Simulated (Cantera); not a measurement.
# Premixed flame

A freely propagating, adiabatic, planar premixed flame of H₂ : O₂ : N₂ = 1 : 0.556 : 2.09 (molar parts), unburnt at 500 K and 120 Torr; mixture-averaged transport, grid criteria slope 0.08 and curve 0.16, no radiation.

Detailed kinetics in Cantera: the H2/O2 subset of GRI-Mech 3.0, which has no nitrogen chemistry. Burning velocities carry a grid error of a few per cent, more on coarse grids.

```json
[
 {"z (mm)": "-14.4", "T (K)": "500", "u (m/s)": "4.16", "x H₂": "0.274", "x O₂": "0.152", "x H₂O": "<1e-8", "x HO₂": "<1e-8", "x H₂O₂": "<1e-8", "x H": "<1e-8"},
 {"z (mm)": "-9.59", "T (K)": "500", "u (m/s)": "4.16", "x H₂": "0.274", "x O₂": "0.152", "x H₂O": "<1e-8", "x HO₂": "<1e-8", "x H₂O₂": "<1e-8", "x H": "<1e-8"},
 {"z (mm)": "-7.19", "T (K)": "500", "u (m/s)": "4.16", "x H₂": "0.274", "x O₂": "0.152", "x H₂O": "<1e-8", "x HO₂": "<1e-8", "x H₂O₂": "<1e-8", "x H": "<1e-8"},
 {"z (mm)": "-4.80", "T (K)": "500", "u (m/s)": "4.16", "x H₂": "0.274", "x O₂": "0.152", "x H₂O": "<1e-8", "x HO₂": "5.79e-8", "x H₂O₂": "<1e-8", "x H": "<1e-8"},
 {"z (mm)": "-2.40", "T (K)": "505", "u (m/s)": "4.20", "x H₂": "0.273", "x O₂": "0.153", "x H₂O": "0.000254", "x HO₂": "7.41e-5", "x H₂O₂": "1.33e-6", "x H": "8.38e-5"},
 {"z (mm)": "-1.20", "T (K)": "660", "u (m/s)": "5.40", "x H₂": "0.248", "x O₂": "0.149", "x H₂O": "0.0129", "x HO₂": "5.48e-5", "x H₂O₂": "4.48e-6", "x H": "0.00603"},
 {"z (mm)": "0", "T (K)": "1085", "u (m/s)": "8.59", "x H₂": "0.126", "x O₂": "0.106", "x H₂O": "0.107", "x HO₂": "2.00e-5", "x H₂O₂": "9.15e-7", "x H": "0.0506"},
 {"z (mm)": "1.20", "T (K)": "1371", "u (m/s)": "10.7", "x H₂": "0.0431", "x O₂": "0.0505", "x H₂O": "0.203", "x HO₂": "8.27e-6", "x H₂O₂": "1.09e-6", "x H": "0.0711"},
 {"z (mm)": "2.40", "T (K)": "1496", "u (m/s)": "11.6", "x H₂": "0.0374", "x O₂": "0.0428", "x H₂O": "0.216", "x HO₂": "6.03e-6", "x H₂O₂": "8.03e-7", "x H": "0.0631"},
 {"z (mm)": "4.80", "T (K)": "1637", "u (m/s)": "12.6", "x H₂": "0.0377", "x O₂": "0.0392", "x H₂O": "0.225", "x HO₂": "4.59e-6", "x H₂O₂": "4.63e-7", "x H": "0.0505"},
 {"z (mm)": "9.59", "T (K)": "1790", "u (m/s)": "13.6", "x H₂": "0.0365", "x O₂": "0.0356", "x H₂O": "0.235", "x HO₂": "3.42e-6", "x H₂O₂": "2.40e-7", "x H": "0.0376"},
 {"z (mm)": "19.2", "T (K)": "1944", "u (m/s)": "14.6", "x H₂": "0.0333", "x O₂": "0.0319", "x H₂O": "0.247", "x HO₂": "2.48e-6", "x H₂O₂": "1.29e-7", "x H": "0.0258"},
 {"z (mm)": "38.4", "T (K)": "2090", "u (m/s)": "15.5", "x H₂": "0.0281", "x O₂": "0.0283", "x H₂O": "0.261", "x HO₂": "1.83e-6", "x H₂O₂": "8.01e-8", "x H": "0.0161"}
]
```
x: mole fraction of selected species; z is measured from the peak of heat release.

The laminar burning velocity is 416 cm/s and the thermal thickness is 4.80 mm. The peak x(HO₂) is 9.01e-5, the peak x(H₂O₂) is 5.28e-6 and the peak x(H) is 0.0715. The grid points comes out as 139.
